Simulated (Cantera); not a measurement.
Charge: 1 mol n-butane, 0.37 mol H2O, equilibrated at 0.00180 bar.

Cantera equilibrium calculation (NASA polynomials, part measured and part estimated; ideal gas, pure solids and liquids). Candidate condensed phases: C, C6H6, C7H8, C8H18, H2O; 110 gas species. The numbers say what is thermodynamically allowed, not how fast it happens.

Over these rows the condensed part is C(graphite). Partial pressures as log10 of bar:

| T (K) | 1000/T (1/K) | log p CO2 | log p H2 | log p CO |
|---|---|---|---|---|
| 823 | 1.2151 | -6.22 | -2.77 | -3.95 |
| 873 | 1.1455 | -6.82 | -2.77 | -3.94 |
| 923 | 1.0834 | -7.37 | -2.77 | -3.94 |
| 973 | 1.0277 | -7.87 | -2.77 | -3.94 |
| 1023 | 0.9775 | ? | -2.77 | -3.94 |
| 1073 | 0.9320 | -8.72 | -2.77 | -3.94 |

Fit log p(CO2) = a + b·(1000/T) to the five rows, give the apparent enthalpy, and predict the row at 1023 K.

Means: 1000/T = 1.0807, log p = -7.400. Sxy = 0.417451, Sxx = 0.0471904, so b = 8.85 and a = -7.400 − (8.85)×1.0807 = -16.96.
Apparent enthalpy: −19.145 × (8.85) = -169 kJ/mol. With the condensed phases at unit activity, 2 CO(g) = CO2(g) + C(graphite) links this pressure to the main gases: over the six rows their terms move log p by +0.02 in all, so the slope is close to that reaction's ΔH°. The five rows lie within 0.01 of the line.
Prediction at 1023 K: -16.96 + (8.85)×0.9775 = -8.31. The computed value is -8.32, 0.01 from the line.
